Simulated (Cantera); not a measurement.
A Cantera script and its output.

```python
import numpy as np
import cantera as ct

gas = ct.Solution("gri30.yaml")
gas.TPX = 400, 200000, {'CH4': 1, 'O2': 2, 'N2': 7.52, 'H2O': 2.2}
flame = ct.FreeFlame(gas, width=0.025)
flame.set_refine_criteria(ratio=3, slope=0.08, curve=0.16)
flame.transport_model = "mixture-averaged"
flame.solve(loglevel=0, auto=True)
z, T = flame.grid, flame.T
thick = (T[-1] - T[0]) / np.gradient(T, z).max()
show = ['CH4', 'O2', 'H2O', 'OH', 'CH2O', 'CH3']
print(f"laminar burning velocity  {flame.velocity[0] * 100:.3f} cm/s")
print(f"burnt temperature         {T[-1]:.1f} K")
print(f"thermal thickness         {thick * 1e3:.4f} mm")
print(f"grid points               {len(z)}")
z0 = z[flame.heat_release_rate.argmax()]
print(f"{'z/mm':>9s}{'T/K':>9s}{'u/(m/s)':>9s}" + "".join(f"{s:>11s}" for s in show))
rows = []
for k in (-3, -2, -1.5, -1, -0.5, -0.25, 0, 0.25, 0.5, 1, 2, 4, 8):
    zz = z0 + k * thick
    rows.append([k * thick, np.interp(zz, z, T), np.interp(zz, z, flame.velocity),
                 *(np.interp(zz, z, flame.X[gas.species_index(s)]) for s in show)])
    print(f"{rows[-1][0] * 1e3:9.3f}{rows[-1][1]:9.1f}{rows[-1][2]:9.3f}" + "".join(f"{x:11.3e}" for x in rows[-1][3:]))
```

Result:

```
laminar burning velocity  17.900 cm/s
burnt temperature         2007.7 K
thermal thickness         0.5487 mm
grid points               123
     z/mm      T/K  u/(m/s)        CH4         O2        H2O         OH       CH2O        CH3
   -1.646    400.5    0.179  7.851e-02  1.571e-01  1.729e-01  2.734e-13  1.104e-07  6.337e-10
   -1.097    404.7    0.181  7.812e-02  1.566e-01  1.733e-01  2.665e-11  1.671e-06  5.883e-09
   -0.823    421.5    0.189  7.696e-02  1.553e-01  1.754e-01  4.430e-10  1.107e-05  2.802e-08
   -0.549    527.3    0.238  7.079e-02  1.473e-01  1.877e-01  1.375e-08  1.106e-04  3.408e-07
   -0.274    959.9    0.437  4.617e-02  1.100e-01  2.316e-01  1.674e-06  7.184e-04  3.666e-05
   -0.137   1330.6    0.608  2.361e-02  7.257e-02  2.673e-01  3.810e-05  8.137e-04  3.936e-04
    0.000   1684.9    0.769  3.287e-03  3.131e-02  3.006e-01  1.123e-03  2.454e-04  6.586e-04
    0.137   1817.3    0.824  4.133e-05  1.409e-02  3.110e-01  3.652e-03  7.773e-06  1.699e-05
    0.274   1869.5    0.845  3.557e-07  9.959e-03  3.142e-01  3.784e-03  8.246e-08  1.766e-07
    0.549   1920.7    0.866  1.589e-10  7.008e-03  3.183e-01  3.116e-03  7.613e-11  9.629e-11
    1.097   1960.4    0.882  5.516e-15  4.778e-03  3.223e-01  2.302e-03  1.650e-11  4.189e-15
    2.195   1985.5    0.892  2.061e-17  3.305e-03  3.250e-01  1.676e-03  8.260e-12  2.029e-17
    4.390   1999.4    0.898  8.204e-18  2.468e-03  3.265e-01  1.293e-03  4.592e-12  6.317e-18
```

Computed with Cantera and GRI-Mech 3.0 (53 species, 325 reactions). Burning velocities carry a grid error of a few per cent, more on coarse grids.
